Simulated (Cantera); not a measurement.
Calcination and drying: K₂SO₄ + C + O₂

Charge: 1 mol K₂SO₄, 0.029 mol C, 9.8 mol O₂, held at 1.00 Torr.

These are equilibrium values from Cantera (NASA tables, ideal gas, pure condensed phases), not measurements of a reactor. Candidate condensed phases: C, K, KO₂, K₂CO₃, K₂O, K₂O₂, K₂S, K₂SO₄, S; 26 gas species. The numbers say what is thermodynamically allowed, not how fast it happens.

From 1098 K to 1298 K the condensed part is K₂SO₄(s). From 1348 K to 1398 K the condensed part is K₂SO₄(l). The main K-bearing gas is K₂SO₄ throughout. The share of K in condensed phases is highest at 1098 K (100.0 %) and lowest at 1398 K (73.3 %).

| T (K) | log p O₂ | log p K₂SO₄ | log p CO₂ | log p K | log p SO₂ | log p O | log p KO | log p SO₃ | n K₂SO₄(s) | n K₂SO₄(l) |
|---|---|---|---|---|---|---|---|---|---|---|
| 1098 | -2.88 | -7.44 | -5.40 | -9.88 | -10.19 | -10.06 | -11.75 | -11.82 | 1.000 | 0 |
| 1148 | -2.88 | -6.81 | -5.40 | -9.01 | -9.31 | -9.54 | -10.91 | -11.15 | 0.999 | 0 |
| 1198 | -2.88 | -6.24 | -5.40 | -8.21 | -8.51 | -9.06 | -10.14 | -10.53 | 0.996 | 0 |
| 1248 | -2.88 | -5.72 | -5.40 | -7.48 | -7.78 | -8.62 | -9.44 | -9.97 | 0.986 | 0 |
| 1298 | -2.88 | -5.25 | -5.41 | -6.80 | -7.10 | -8.21 | -8.80 | -9.45 | 0.958 | 0 |
| 1348 | -2.88 | -4.82 | -5.41 | -6.18 | -6.48 | -7.83 | -8.21 | -8.97 | 0 | 0.885 |
| 1398 | -2.89 | -4.47 | -5.42 | -5.62 | -5.92 | -7.48 | -7.67 | -8.55 | 0 | 0.733 |
log p: log10 of the partial pressure in bar; n: condensed amount in mol.
